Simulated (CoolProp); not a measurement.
Vapour-liquid equilibrium of cyclohexane (1) + n-heptane (2) at 2.61 bar; x and y are mole fractions of (1).

The numbers come from the multi-fluid Helmholtz-energy mixture model, Zhou 2014 and Span 2003; pair parameters Bell 2016 in CoolProp.

Question: Give the bubble temperature and the first vapour's composition at x = 0.425, 0.65, 0.875. Is there an azeotrope?

Answer: x = 0.425: 125.3 °C, y = 0.526; x = 0.65: 121.3 °C, y = 0.735; x = 0.875: 117.7 °C, y = 0.912. No azeotrope shows between x = 0.05 and 0.95.

Pair parameters are fitted to limited data, so mixtures are less certain than the pure fluids.
